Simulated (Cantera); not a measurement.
# Premixed flame

A freely propagating, adiabatic, planar premixed flame of 6.72 % CH₄, 19.5 % O₂, 73.3 % N₂, 0.471 % H₂, equivalence ratio 0.70, unburnt at 625 K and 100.0 Torr; mixture-averaged transport, grid criteria slope 0.08 and curve 0.16, no radiation.

Model: GRI-Mech 3.0 (53 species, 325 reactions), integrated in Cantera. Burning velocities carry a grid error of a few per cent, more on coarse grids.

```csv
z (mm),T (K),u (m/s),x CH₄,x O₂,x N₂O,x CO₂,x H₂,x HO₂
-6.58,625,1.68,0.0672,0.195,<1e-8,1.41e-8,0.00502,4.15e-7
-4.39,626,1.68,0.0671,0.195,<1e-8,3.30e-7,0.00572,4.50e-6
-3.29,628,1.69,0.0669,0.194,<1e-8,3.77e-6,0.00674,1.60e-5
-2.19,656,1.77,0.0651,0.192,<1e-8,7.68e-5,0.00903,3.55e-5
-1.10,877,2.39,0.0516,0.176,<1e-8,0.00158,0.0136,4.33e-5
-0.548,1182,3.25,0.0310,0.147,<1e-8,0.00558,0.0161,0.000112
0,1509,4.18,0.00916,0.108,<1e-8,0.0136,0.0155,0.000131
0.548,1651,4.58,0.00109,0.0831,1.70e-8,0.0232,0.0112,2.63e-5
1.10,1684,4.67,7.67e-5,0.0734,2.38e-8,0.0316,0.00848,4.86e-6
2.19,1712,4.73,3.42e-7,0.0674,2.84e-8,0.0422,0.00768,2.99e-6
4.39,1749,4.81,<1e-8,0.0644,2.92e-8,0.0501,0.00776,2.67e-6
8.77,1798,4.93,<1e-8,0.0629,3.12e-8,0.0532,0.00712,2.30e-6
17.5,1861,5.08,<1e-8,0.0618,3.57e-8,0.0551,0.00586,1.86e-6
```
x: mole fraction of selected species; z is measured from the peak of heat release.

The laminar burning velocity is 168 cm/s and the thermal thickness is 2.19 mm. The peak x(HO₂) comes out as 0.000154 and the grid points is 144.
